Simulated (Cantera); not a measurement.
Input (Python, Cantera) and output of one run.

```python
import numpy as np
import cantera as ct

gas_names = """
    H HO2 H2 H2O H2O2 Hg O OH O2 O3
""".split()
cond_names = """
    H2O(s) H2O(L) Hg(cr) Hg(L) HgO(s)
""".split()


# ... load() reads the species with a 1 bar reference pressure and builds the phases ...
atoms = {
    'HgO': {'Hg': 1, 'O': 1},
    'O2': {'O': 2},
    'H2': {'H': 2},
}
top_T = {}  # K; cautious upper limits of use, not melting points


# ... equilibrate(T, P, feed) seeds the gas with the atoms and calls Mixture.equilibrate('TP', solver="vcs", rtol=1e-11, max_steps=5000) ...
results = []
feed = {'HgO': 1, 'O2': 0.44, 'H2': 26}  # mol
T = 1598  # K
P = 13332.2  # Pa
mix = equilibrate(T, P, feed)
results.append((T, P, feed, dict(zip(mix.species_names, mix.species_moles))))
print(gas.report(threshold=0.0001))
for i in range(1, mix.n_phases):
    print(f"{mix.phase(i).name:16s} {mix.phase_moles(i):12.5e} mol")
```

Output:

```
       temperature   1598 K
          pressure   13332 Pa
           density   0.01052 kg/m^3
  mean mol. weight   10.484 kg/kmol
   phase of matter   gas

                          1 kg             1 kmol
                     ---------------   ---------------
          enthalpy        2.4283e+06        2.5458e+07  J
   internal energy         1.161e+06        1.2172e+07  J
           entropy             19768        2.0725e+05  J/K
    Gibbs function       -2.9161e+07       -3.0572e+08  J
 heat capacity c_p            3184.3             33384  J/K
 heat capacity c_v            2391.2             25069  J/K

                      mass frac. Y      mole frac. X     chem. pot. / RT
                     ---------------   ---------------   ---------------
                 H        1.3247e-05        0.00013777           -10.459
                H2           0.17176            0.8932           -20.917
               H2O           0.11964          0.069624           -49.411
                Hg           0.70859          0.037034           -23.899
     [   +6 minor]        6.7826e-07        4.1811e-07

Hg(L)             0.00000e+00 mol
```

Equilibrium computed with Cantera from the NASA thermochemical tables; the gas is ideal and each condensed phase is pure.
